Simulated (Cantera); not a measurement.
An adiabatic, constant-volume homogeneous reactor starts with CH4 : O2 : N2 = 1 : 2.99 : 11.2 (molar parts), equivalence ratio 0.67, at 1173 K and 5.00 bar. Integrator tolerance rtol = 1e-08.

Computed with Cantera and GRI-Mech 3.0 (53 species, 325 reactions).

**Question.** What does this change do: pressure from 5.00 bar to 0.640 bar?

**Answer.** 
| quantity | before | after |
|---|---|---|
| time of steepest temperature rise | 11.2 ms | 77.2 ms |
| temperature at 0.800 s | 2679 K | 2590 K |
| equilibrium temperature | 2679 K | 2590 K |
| x(CH4) at 0.800 s | <1e-12 (gas-phase equilibrium <1e-12) | <1e-12 (gas-phase equilibrium <1e-12) |
| x(O2) at 0.800 s | 0.0574 (gas-phase equilibrium 0.0574) | 0.0594 (gas-phase equilibrium 0.0594) |
| x(HO2) at 0.800 s | 1.70e-5 (gas-phase equilibrium 1.70e-5) | 8.26e-6 (gas-phase equilibrium 8.26e-6) |
| x(CH2CO) at 0.800 s | <1e-12 (gas-phase equilibrium <1e-12) | <1e-12 (gas-phase equilibrium <1e-12) |
| x(O) at 0.800 s | 0.00234 (gas-phase equilibrium 0.00234) | 0.00455 (gas-phase equilibrium 0.00455) |
